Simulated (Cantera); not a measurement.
Charge: 1 mol TiCl4, a varied amount of O2, equilibrated at 1575 °C and 7.50 Torr.

Cantera equilibrium calculation (NASA polynomials, part measured and part estimated; ideal gas, pure solids and liquids). Candidate condensed phases: Ti, TiCl2, TiCl3, TiCl4, TiO, TiO2, Ti2O3, Ti3O5, Ti4O7; 15 gas species. The numbers say what is thermodynamically allowed, not how fast it happens.

Question: What share of the Ti ends up in condensed phases as a function of n(O2) (mol), at 0.37, 0.57, 0.77, 0.97, 1.2, 1.4, 1.6?

Answer: 
```csv
n(O2) (mol),Ti condensed (%),as
0.37,36.3,TiO2(rutile)
0.57,56.3,TiO2(rutile)
0.77,76.4,TiO2(rutile)
0.97,95.7,TiO2(rutile)
1.2,99.7,TiO2(rutile)
1.4,99.8,TiO2(rutile)
1.6,99.9,TiO2(rutile)
```
